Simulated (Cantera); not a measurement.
A freely propagating, adiabatic, planar premixed flame of 41.5 % H2, 12.3 % O2, 46.3 % N2, equivalence ratio 1.7, unburnt at 575 K and 0.230 bar; mixture-averaged transport, grid criteria slope 0.08 and curve 0.16, no radiation.

Model: the H2/O2 subset of GRI-Mech 3.0, which has no nitrogen chemistry, integrated in Cantera. Burning velocities carry a grid error of a few per cent, more on coarse grids.

Task: Predict: laminar burning velocity; thermal thickness; peak x(O); peak x(H2O2); peak x(H); peak x(OH).

Result: 
- laminar burning velocity: 700 cm/s
- thermal thickness: 2.97 mm
- peak x(O): 0.00700
- peak x(H2O2): 1.80e-6
- peak x(H): 0.123
- peak x(OH): 0.00881
